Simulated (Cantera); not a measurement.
Charge: 1 mol C, 0.038 mol O2, 20 mol N2, equilibrated at 2948 K and 83.0 Pa.

Method: chemical equilibrium by Gibbs-energy minimisation in Cantera with the NASA 1993 tables (ideal gas, pure condensed phases). Candidate condensed phases: C; 24 gas species. Rates play no part.

Base state: N2 0.960, CN 0.0212, C 0.00955, C3 0.00370, CO 0.00369, C2 0.00144, N 0.000337, C2N2 4.87e-5 (mole fractions); condensed: gas only.

What changes in the equilibrium state with this change: O2 from 0.038 to 0.19 mol?


```csv
species,before,after
N2,0.960,0.956
CO,0.00369,0.0183
CN,0.0212,0.0160
C3,0.00370,0.00162
C2N2,4.87e-5,2.79e-5
CNC,1.12e-5,6.44e-6
C2,0.00144,0.000829
```

What changes in the equilibrium state with this change: C replaced by CO?


```json
[
 {"species": "N2", "before": "0.960", "after": "0.949"},
 {"species": "CO", "before": "0.00369", "after": "0.0474"},
 {"species": "O", "before": "<1e-9", "after": "0.00348"},
 {"species": "CN", "before": "0.0212", "after": "3.76e-8"},
 {"species": "C3", "before": "0.00370", "after": "<1e-9"},
 {"species": "C2", "before": "0.00144", "after": "<1e-9"},
 {"species": "C", "before": "0.00955", "after": "1.71e-8"}
]
```

What changes in the equilibrium state with this change: temperature from 2948 K to 1398.15 K?


| species | before | after |
|---|---|---|
| N2 | 0.960 | 0.996 |
| CO | 0.00369 | 0.00379 |
| CN | 0.0212 | <1e-9 |
| C | 0.00955 | <1e-9 |
| C3 | 0.00370 | <1e-9 |
| C2 | 0.00144 | <1e-9 |
| N | 0.000337 | <1e-9 |
| C(graphite), mol | 0 | 0.924 |
